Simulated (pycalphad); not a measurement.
Source of the numbers: pycalphad with the COST 507 light-alloy database (1999); pressure 1 atm. The database dates from 1999; later assessments differ in places, in temperatures and in the compounds included. Amounts are mole fractions of atoms.

Problem. Give the equilibrium state of Y-45.5Si (at.%) at 1800 K.

Solution. SI4Y5, fraction 0.810, with 44.4 Si at.%; SIY, fraction 0.190, with 50.0 Si at.%.

Database names, with the compositions (at.%) that they take in these runs: SI4Y5: Y 56 Si 44; SIY: Y 50 Si 50.
